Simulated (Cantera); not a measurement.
An isothermal, constant-pressure homogeneous reactor starts with 30.3 % NH3, 69.7 % H2, at 2200 K and 0.0850 bar.

Computed with Cantera and the gas-phase N/H chemistry of the illustrative SiF4/NH3 mechanism in the Surface Chemkin manual (1991). Walls and surfaces, which speed up NH3 decomposition in real reactors, are not modelled.

x: mole fraction; the columns are a selection and need not sum to one.

```
t (s)        x NH3   x H2    x N2H4      x N     x NH
--------  --------  -----  --------  -------  -------
6.00e-5      0.303  0.697  1.70e-10  3.68e-9  4.64e-7
0.000210     0.302  0.697         ?  1.60e-7  5.65e-6
0.000733     0.300  0.697         ?  2.65e-6  3.67e-5
0.00256      0.291  0.703         ?  3.77e-6  4.60e-5
0.00896      0.259  0.722         ?  3.82e-6  4.46e-5
0.0313       0.176  0.773         ?  3.96e-6  3.99e-5
0.110       0.0513  0.850         ?  4.28e-6  2.76e-5
0.383     0.000153  0.870    <1e-12  2.94e-6  3.07e-6
1.34       3.63e-6  0.867    <1e-12  1.52e-7  1.22e-7
4.68       8.34e-7  0.867    <1e-12  3.48e-8  2.81e-8
16.4       3.72e-7  0.867    <1e-12  1.55e-8  1.26e-8
57.2       3.46e-7  0.867    <1e-12  1.44e-8  1.17e-8
200        3.46e-7  0.867    <1e-12  1.44e-8  1.17e-8
```

What belongs in the gaps?


- 0.000210, x N2H4: 2.01e-9
- 0.000733, x N2H4: 1.34e-8
- 0.00256, x N2H4: 1.63e-8
- 0.00896, x N2H4: 1.39e-8
- 0.0313, x N2H4: 8.34e-9
- 0.110, x N2H4: 1.62e-9
